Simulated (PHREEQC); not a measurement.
Buffer

Solution (20 °C): 3.7 mmol/kgw NaHCO3, 0.37 mmol/kgw Na2B4O7 and 3.5 mmol/kgw KCl. Closed to the air; pH follows from the charge balance.

Computed with PHREEQC (ion-association model, wateq4f.dat).

No solid was allowed to form.

**Question.** Predict the pH, ionic strength.

**Answer.** pH 9.00; ionic strength 0.00812 mol/kgw.

**Question.** In which forms is B present?

**Answer.** H3BO3 63 %, H2BO3- 37 % of the B.

Species that the database lacks are ignored.
